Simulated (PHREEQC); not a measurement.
Nickel, zinc or cadmium bath (model solution)

Make-up at 25 °C: 26 mmol/kgw CdSO4 and 170 mmol/kgw NaCl. Closed to the air; pH follows from the charge balance.

Computed with PHREEQC (ion-association model, phreeqc.dat).

Each row changes one thing in this solution. This is a speciation only: nothing precipitates in the calculation.

```csv
case,pH,ionic strength (mol/kgw),Cl- (mol/kgw)
as made,5.82,0.211,0.144
diluted 100-fold with water,6.73,0.00264,[?]
CdSO4 left out,6.97,0.170,0.170
diluted 2-fold with water,5.92,0.110,0.0747
temperature from 25 to 90 °C,5.69,0.209,[?]
NaCl replaced by FeCl2 at the same molality,5.47,0.474,[?]
0.0018 mol/kgw CO2 added,4.61,0.211,0.144
```

What belongs in the gaps?


- diluted 100-fold with water, Cl- (mol/kgw): 0.00167
- temperature from 25 to 90 °C, Cl- (mol/kgw): 0.143
- NaCl replaced by FeCl2 at the same molality, Cl- (mol/kgw): 0.293

Constants without temperature data keep their 25 °C values here.
